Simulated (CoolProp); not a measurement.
Saturation properties of cyclopentane.

Computed with CoolProp (reference Helmholtz-energy equation of state, Gedanitz 2015).

```json
[
 {"T (°C)": "110.25", "p (MPa)": "0.5273", "liquid density (kg/m³)": "647.0", "enthalpy of vaporisation (kJ/kg)": "___", "vapour Z": "0.8867", "liquid conductivity (mW/(m K))": "96.6"},
 {"T (°C)": "119.85", "p (MPa)": "0.6495", "liquid density (kg/m³)": "634.9", "enthalpy of vaporisation (kJ/kg)": "327.9", "vapour Z": "0.8688", "liquid conductivity (mW/(m K))": "93.6"},
 {"T (°C)": "129.35", "p (MPa)": "0.7900", "liquid density (kg/m³)": "622.5", "enthalpy of vaporisation (kJ/kg)": "317.7", "vapour Z": "0.8495", "liquid conductivity (mW/(m K))": "90.6"},
 {"T (°C)": "138.95", "p (MPa)": "0.9537", "liquid density (kg/m³)": "609.4", "enthalpy of vaporisation (kJ/kg)": "306.9", "vapour Z": "0.8282", "liquid conductivity (mW/(m K))": "87.7"},
 {"T (°C)": "148.45", "p (MPa)": "1.139", "liquid density (kg/m³)": "595.9", "enthalpy of vaporisation (kJ/kg)": "295.4", "vapour Z": "0.8051", "liquid conductivity (mW/(m K))": "84.9"},
 {"T (°C)": "158.05", "p (MPa)": "1.352", "liquid density (kg/m³)": "581.6", "enthalpy of vaporisation (kJ/kg)": "282.9", "vapour Z": "0.7798", "liquid conductivity (mW/(m K))": "82.2"},
 {"T (°C)": "167.55", "p (MPa)": "1.591", "liquid density (kg/m³)": "___", "enthalpy of vaporisation (kJ/kg)": "269.6", "vapour Z": "___", "liquid conductivity (mW/(m K))": "79.6"},
 {"T (°C)": "177.05", "p (MPa)": "1.860", "liquid density (kg/m³)": "550.4", "enthalpy of vaporisation (kJ/kg)": "255.1", "vapour Z": "0.7223", "liquid conductivity (mW/(m K))": "77.1"},
 {"T (°C)": "186.65", "p (MPa)": "2.165", "liquid density (kg/m³)": "___", "enthalpy of vaporisation (kJ/kg)": "238.9", "vapour Z": "0.6887", "liquid conductivity (mW/(m K))": "74.7"},
 {"T (°C)": "196.15", "p (MPa)": "2.502", "liquid density (kg/m³)": "513.5", "enthalpy of vaporisation (kJ/kg)": "220.9", "vapour Z": "0.6516", "liquid conductivity (mW/(m K))": "72.4"},
 {"T (°C)": "205.75", "p (MPa)": "___", "liquid density (kg/m³)": "491.4", "enthalpy of vaporisation (kJ/kg)": "200.0", "vapour Z": "0.6088", "liquid conductivity (mW/(m K))": "70.4"}
]
```

Question: What belongs in the gaps?

Answer: 
- 110.25, enthalpy of vaporisation (kJ/kg): 337.6
- 167.55, liquid density (kg/m³): 566.5
- 167.55, vapour Z: 0.7523
- 186.65, liquid density (kg/m³): 532.8
- 205.75, p (MPa): 2.884

It boils at 49.2 °C under 1 atm.

Thermal conductivity comes from a separate model (Vassiliou 2015).
